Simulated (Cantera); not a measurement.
Feed: 1 mol Ti, 0.21 mol O₂, 2.5 mol H₂, equilibrated at 2175 K.

Cantera equilibrium calculation (NASA polynomials, part measured and part estimated; ideal gas, pure solids and liquids). Candidate condensed phases: H₂O, Ti, TiO, TiO₂, Ti₂O₃, Ti₃O₅, Ti₄O₇; 12 gas species. Each liquid is taken as pure. Mutual solubility and eutectic melting of coexisting phases are not modelled. TiO: taken at fixed stoichiometry. Condensed phases not in the tables: N, O or C dissolved in the metal. Rates play no part.

At 0.0190 bar, list the 4 most abundant gas species with their mole fractions, and the condensed phases.

H₂ 0.961, H 0.0347, Ti 0.00431, TiO 0.000447. Condensed: Ti(l) + TiO(l).
